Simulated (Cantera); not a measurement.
Input (Python, Cantera) and output of one run.

```python
import numpy as np
import cantera as ct

gas_names = """
    C CH CH2 CH3 CH2OH CH3O CH4 CH3OH CO CO2 COOH C2 C2H CHCO,ketyl C2H2,acetylene C2H2,vinylidene
    CH2CO,ketene C2H3,vinyl CH3CO,acetyl C2H4 C2H4O,ethylen CH3CHO,ethanal CH3COOH (HCOOH)2 C2H5 C2H6
    CH3OCH3 C2H5OH C2O C3 C3H3,propargyl C3H4,allene C3H4,propyne C3H4,cyclo- C3H5,allyl C3H6,propylene
    C3H6,cyclo- C3H6O C3H7,n-propyl C3H7,i-propyl C3H8 C3H8O,1propanol C3H8O,2propanol C3O2 C4 C4H2
    C4H4,1,3-cyclo- C4H6,butadiene C4H6,2-butyne C4H6,cyclo- C4H8,1-butene C4H8,cis2-buten
    C4H8,tr2-butene C4H8,isobutene C4H8,cyclo- (CH3COOH)2 C4H9,n-butyl C4H9,i-butyl C4H9,s-butyl
    C4H9,t-butyl C4H10,isobutane C4H10,n-butane C5 C5H6,1,3cyclo- C5H8,cyclo- C5H10,1-pentene
    C5H10,cyclo- C5H11,pentyl C5H11,t-pentyl C5H12,n-pentane C5H12,i-pentane CH3C(CH3)2CH3 C6H2
    C6H5,phenyl C6H5O,phenoxy C6H6 C6H5OH,phenol C6H10,cyclo- C6H12,1-hexene C6H12,cyclo- C6H13,n-hexyl
    C7H7,benzyl C7H8 C7H8O,cresol C7H14,1-heptene C7H15,n-heptyl C7H16,n-heptane C8H8,styrene
    C8H10,ethylbenz C8H16,1-octene C8H17,n-octyl C8H18,isooctane C8H18,n-octane C9H19,n-nonyl
    C10H8,naphthale C10H21,n-decyl C12H9,o-bipheny C12H10,bipheny Ca CaO CaOH CaO2H2 Ca2 H HCO HO2 H2
    HCHO,formaldehy HCOOH H2O H2O2 O OH O2 O3
""".split()
cond_names = """
    C(gr) C6H6(L) C7H8(L) C8H18(L),n-octa Ca(a) Ca(b) Ca(L) CaCO3(caL) CaO(s) CaO(L) CaO2H2(s) H2O(s)
    H2O(L)
""".split()


def load(file, names, dense=False):
    # The tables refer to 1 bar. Condensed volumes are neglected.
    table = {s.name: s for s in ct.Species.list_from_file(file)}
    out = []
    for n in names:
        d = dict(table[n].input_data)
        d["thermo"] = dict(d["thermo"], **{"reference-pressure": 1e5})
        if dense:
            d["equation-of-state"] = {"model": "constant-volume", "density": "1e6 g/cm^3"}
        out.append(ct.Species.from_dict(d))
    return out


gas = ct.Solution(thermo="ideal-gas", species=load("nasa_gas.yaml", gas_names))
cond = {s.name: ct.Solution(thermo="fixed-stoichiometry", species=[s], name=s.name)
        for s in load("nasa_condensed.yaml", cond_names, dense=True)}
atoms = {
    'CaCO3': {'Ca': 1, 'C': 1, 'O': 3},
    'H2O': {'H': 2, 'O': 1},
    'CO2': {'C': 1, 'O': 2},
}
top_T = {'C(gr)': 4500}  # K; cautious upper limits of use, not melting points


def equilibrate(T, P, feed):
    n = {}
    for name, mol in feed.items():
        for a, k in atoms[name].items():
            n[a] = n.get(a, 0.0) + k * mol
    gas.TPX = T, P, n
    mass = sum(n.values()) * gas.mean_molecular_weight
    gas.equilibrate("TP")
    valid = [c for c in cond.values() if c.min_temp <= T <= top_T.get(c.name, c.max_temp)]
    mix = ct.Mixture([(gas, mass / gas.mean_molecular_weight)] + [(c, 0.0) for c in valid])
    mix.T, mix.P = T, P
    mix.equilibrate("TP", solver="vcs", rtol=1e-11, max_steps=5000)
    return mix


results = []
feed = {'CaCO3': 1, 'H2O': 0.036, 'CO2': 0.81}  # mol
T = 1048  # K
P = 20  # Pa
mix = equilibrate(T, P, feed)
results.append((T, P, feed, dict(zip(mix.species_names, mix.species_moles))))
x = sorted(zip(gas.X, gas.species_names), reverse=True)
print(f"T = {T:g} K  P = {P:g} Pa  gas = {mix.phase_moles(0):.4g} mol")
print("   x: " + "  ".join(f"{s} {v:.3e}" for v, s in x if v > 0.001))
print("   condensed (mol): " + ("  ".join(f"{mix.phase(i).name} {mix.phase_moles(i):.4g}"
      for i in range(1, mix.n_phases) if mix.phase_moles(i) > 1e-12) or "none"))
```

It prints:

```
T = 1048 K  P = 20 Pa  gas = 1.846 mol
   x: CO2 9.805e-01  H2O 1.950e-02
   condensed (mol): CaO(s) 1
```

Equilibrium computed with Cantera from the NASA thermochemical tables; the gas is ideal and each condensed phase is pure.
